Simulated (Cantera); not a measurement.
Feed: 1 mol PbO, 0.91 mol CH4, 0.18 mol H2, at 0.825 Torr.

Equilibrium computed with Cantera from the NASA thermochemical tables; the gas is ideal and each condensed phase is pure. Candidate condensed phases: C, C6H6, C7H8, C8H18, H2O, Pb, PbO, PbO2, Pb3O4; 113 gas species. The numbers say what is thermodynamically allowed, not how fast it happens. All values below are at 1152 °C.

Base state: H2 0.492, Pb 0.256, CO 0.229, H2O 0.0191, CO2 0.00390, H 0.000144 (mole fractions); condensed: gas only.

**Question.** What changes in the equilibrium state with this change: CH4 from 0.91 to 0.99 mol?

**Answer.** 
```tsv
species	before	after
H2	0.492	0.518
Pb	0.256	0.241
CO	0.229	0.238
H2O	0.0191	0.00200
CO2	0.00390	0.000405
H	0.000144	0.000148
```
